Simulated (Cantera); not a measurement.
A perfectly stirred reactor is fed with H₂ : O₂ = 0.12 : 1 (molar parts), at 20.0 Torr; it is held at 950 K, and followed from long to short residence time.

Cantera simulation using the H2/O2 subset of GRI-Mech 3.0, which has no nitrogen chemistry; the numbers are that mechanism's predictions, not measurements. Radical loss at walls, strong at low pressure, is not modelled. The temperature is held fixed by assumption; the heat of reaction is taken as removed at once.

Q: Predict: x(H₂) at τ = 1.60 s; x(O₂) at τ = 1.60 s; x(H₂O₂) at τ = 1.60 s; x(H) at τ = 1.60 s; x(HO₂) at τ = 1.60 s; x(H₂) at τ = 56.0 ms; x(O₂) at τ = 56.0 ms; x(H₂O₂) at τ = 56.0 ms; x(H) at τ = 56.0 ms; x(HO₂) at τ = 56.0 ms.

A: 
```
Quantity                  Result
----------------------  --------
x(H₂) at τ = 1.60 s     0.000802
x(O₂) at τ = 1.60 s        0.886
x(H₂O₂) at τ = 1.60 s    3.51e-7
x(H) at τ = 1.60 s       3.24e-5
x(HO₂) at τ = 1.60 s     7.75e-6
x(H₂) at τ = 56.0 ms     0.00506
x(O₂) at τ = 56.0 ms       0.884
x(H₂O₂) at τ = 56.0 ms   6.97e-7
x(H) at τ = 56.0 ms     0.000883
x(HO₂) at τ = 56.0 ms    1.98e-5
```
